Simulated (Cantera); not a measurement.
# Thermodynamics of roasting and sulfation, feed FeS + SO2 + N2

Feed: 1 mol FeS, 0.093 mol SO2, 0.76 mol N2, held at 100000 Pa.

Method: chemical equilibrium by Gibbs-energy minimisation in Cantera with the NASA 1993 tables (ideal gas, pure condensed phases). Candidate condensed phases: Fe, FeO, FeS, FeSO4, FeS2, Fe2O3, Fe2(SO4)3, Fe3O4, S; 19 gas species. Metal and sulfide melt together well below either melting point, which pure phases cannot show. Mutual solubility and eutectic melting of coexisting phases are not modelled. The tables' stoichiometric FeO is somewhat more stable than real wüstite, so its field is too wide. FeO, FeS: taken at fixed stoichiometry. Gases not in the tables: S3 to S7. The numbers say what is thermodynamically allowed, not how fast it happens.

From 875 K to 1325 K the condensed part is FeS(s) + Fe3O4(s). From 1375 K to 1425 K the condensed part is FeO(s) + FeS(s).

| T (K) | x N2 | x SO2 | x S2 | x S2O | n FeS(s) | n Fe3O4(s) | n FeO(s) |
|---|---|---|---|---|---|---|---|
| 875 | 0.891 | 0.107 | 0.00210 | 0.000200 | 0.998 | 0.000768 | 0 |
| 925 | 0.890 | 0.106 | 0.00278 | 0.000239 | 0.997 | 0.00101 | 0 |
| 975 | 0.890 | 0.106 | 0.00360 | 0.000282 | 0.996 | 0.00130 | 0 |
| 1025 | 0.890 | 0.105 | 0.00453 | 0.000326 | 0.995 | 0.00163 | 0 |
| 1075 | 0.890 | 0.104 | 0.00559 | 0.000372 | 0.994 | 0.00201 | 0 |
| 1125 | 0.890 | 0.103 | 0.00676 | 0.000419 | 0.993 | 0.00242 | 0 |
| 1175 | 0.890 | 0.102 | 0.00803 | 0.000466 | 0.991 | 0.00287 | 0 |
| 1225 | 0.889 | 0.101 | 0.00939 | 0.000513 | 0.990 | 0.00335 | 0 |
| 1275 | 0.889 | 0.0994 | 0.0108 | 0.000558 | 0.988 | 0.00386 | 0 |
| 1325 | 0.889 | 0.0981 | 0.0123 | 0.000603 | 0.987 | 0.00439 | 0 |
| 1375 | 0.886 | 0.0974 | 0.0152 | 0.000694 | 0.982 | 0 | 0.0181 |
| 1425 | 0.885 | 0.0941 | 0.0195 | 0.000814 | 0.977 | 0 | 0.0232 |
x: gas mole fraction; n: condensed amount in mol.
